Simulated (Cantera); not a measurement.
A closed system holds: 1 mol Si, 1.3 mol N2O, 7.6 mol H2, at 1073.15 K and 0.770 bar.

These are equilibrium values from Cantera (NASA tables, ideal gas, pure condensed phases), not measurements of a reactor. Candidate condensed phases: H2O, Si, SiO2, Si2N2O, Si3N4; 35 gas species. Mutual solubility and eutectic melting of coexisting phases are not modelled. Kinetics and transport are ignored.

Base state: H2 0.877, N2 0.123, H2O 8.42e-5, NH3 8.20e-5 (mole fractions); condensed: SiO2(β-quartz) + Si2N2O(s).

Task: What changes in the equilibrium state with this change: temperature from 1073.15 K to 2198.15 K?

Result: 
```tsv
species	before	after
H2	0.877	0.762
N2	0.123	0.133
SiO	<1e-9	0.0854
H2O	8.42e-5	0.0137
H	1.50e-8	0.00554
OH	<1e-9	1.39e-5
NH3	8.20e-5	2.78e-6
SiO2(β-quartz), mol	0.533	0
Si2N2O(s), mol	0.234	0
SiO2(l), mol	0	0.166
```
The tables hold silica as quartz up to 1696 K and as liquid above; real silica turns to tridymite and cristobalite and melts near 1996 K. Gases not in the tables: Si(OH)4.
